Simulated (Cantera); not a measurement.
A closed system holds: 1 mol SiCl₄, 0.026 mol HCl, 6.4 mol H₂, at 1225 K and 11000 Pa.

These are equilibrium values from Cantera (NASA tables, ideal gas, pure condensed phases), not measurements of a reactor. Candidate condensed phases: Si; 19 gas species. The tables' values for SiCl₃ are old estimates; treat these amounts as uncertain. The numbers say what is thermodynamically allowed, not how fast it happens.

Base state: H₂ 0.787, HCl 0.0818, SiCl₄ 0.0738, SiHCl₃ 0.0222, SiCl₂ 0.0203, SiCl₃ 0.0138, SiH₂Cl₂ 0.000888 (mole fractions); condensed: gas only.

### Question
What changes in the equilibrium state with this change: temperature from 1225 K to 1773 K?

### Answer
| species | before | after |
|---|---|---|
| H₂ | 0.787 | 0.646 |
| HCl | 0.0818 | 0.234 |
| SiCl₂ | 0.0203 | 0.112 |
| SiCl₄ | 0.0738 | 0.000572 |
| SiHCl₃ | 0.0222 | 0.000371 |
| SiCl₃ | 0.0138 | 0.00614 |
| SiCl | 1.21e-8 | 7.84e-5 |
| Cl | 7.46e-8 | 0.000192 |
| H | 8.34e-7 | 0.000690 |
| SiH₂Cl₂ | 0.000888 | 4.33e-5 |
The tables' values for SiCl₃, SiCl are old estimates; treat these amounts as uncertain.
